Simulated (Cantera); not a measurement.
Charge: 1 mol Pb, 0.0096 mol O2, 73 mol H2, equilibrated at 96.0 mbar.

Equilibrium computed with Cantera from the NASA thermochemical tables; the gas is ideal and each condensed phase is pure. Candidate condensed phases: H2O, Pb, PbO, PbO2, Pb3O4; 12 gas species. The numbers say what is thermodynamically allowed, not how fast it happens.

x: gas mole fraction; n: condensed amount in mol.

```csv
T (K),x H2,x Pb,x H2O,x H,x Pb2,x PbO,n Pb(l)
948,1.000,4.99e-5,0.000263,1.69e-9,6.91e-11,<1e-12,0.996
998,1.000,0.000161,0.000263,6.94e-9,4.93e-10,<1e-12,0.988
1048,0.999,0.000466,0.000263,2.49e-8,2.90e-9,<1e-12,0.966
1098,0.999,0.00122,0.000263,7.98e-8,1.45e-8,3.30e-12,0.911
1148,0.997,0.00292,0.000262,2.31e-7,6.24e-8,1.42e-11,0.786
1198,0.993,0.00650,0.000261,6.11e-7,2.37e-7,5.40e-11,0.523
1248,0.986,0.0135,0.000259,1.50e-6,8.04e-7,1.84e-10,0
1298,0.986,0.0135,0.000259,3.43e-6,6.41e-7,2.91e-10,0
1348,0.986,0.0135,0.000259,7.42e-6,5.20e-7,4.45e-10,0
1398,0.986,0.0135,0.000259,[?],[?],[?],0
1448,0.986,0.0135,0.000259,2.95e-5,3.57e-7,9.52e-10,0
1498,0.986,0.0135,0.000259,[?],[?],[?],0
1548,0.986,0.0135,0.000259,9.87e-5,2.57e-7,1.85e-9,0
```

**Question.** Some entries are withheld; supply them.

**Answer.** 
- 1498, x H: 5.51e-5
- 1498, x Pb2: 3.01e-7
- 1498, x PbO: 1.34e-9
- 1398, x H: 1.52e-5
- 1398, x Pb2: 4.28e-7
- 1398, x PbO: 6.60e-10
